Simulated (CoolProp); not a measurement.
Saturation properties of R123 (Tc = 456.8 K, pc = 3662 kPa, ω = 0.282).

The numbers come from the reference Helmholtz-energy equation of state, Younglove 1994 in CoolProp. It is a modified Benedict-Webb-Rubin equation, recast in Helmholtz form.

```
T (K)  p (kPa)  liquid cp (kJ/(kg K))  surface tension (mN/m)  liquid viscosity (µPa s)  vapour viscosity (µPa s)
-----  -------  ---------------------  ----------------------  ------------------------  ------------------------
292.5    73.73                  1.013                    15.9                       446                      10.5
303.4    110.6                  1.026                    14.6                       393                      10.9
314.2    159.9                  1.040                    13.3                       348                      11.3
325.1    225.5                  1.055                    12.1                       309                      11.7
336      310.0                  1.071                    10.8                       275                      12.0
346.9    416.6                  1.088                    9.64                       246                      12.4
357.8    548.9                  1.109                    8.48                       220                      12.8
368.7    710.3                  1.132                    7.34                       197                      13.2
379.5    902.9                  1.161                    6.24                       176                      13.6
390.4     1134                  1.197                    5.17                       158                      14.1
```

It boils at 301.0 K under 1 atm.

Viscosity comes from a separate model (Tanaka 1996). Surface tension comes from a separate correlation (Mulero 2012).
